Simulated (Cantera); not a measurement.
Feed: 1 mol SiH2Cl2, 0.64 mol Cl2, 170 mol H2, at 925 K.

Method: chemical equilibrium by Gibbs-energy minimisation in Cantera with the NASA 1993 tables (ideal gas, pure condensed phases). Candidate condensed phases: Si; 19 gas species. The tables' values for SiCl3 are old estimates; treat these amounts as uncertain. The numbers say what is thermodynamically allowed, not how fast it happens.

Problem. At 26.0 mbar, list the 4 most abundant gas species with their mole fractions, and the condensed phases.

Solution. H2 0.990, HCl 0.00579, SiCl4 0.00219, SiHCl3 0.00136. Condensed: Si(s).
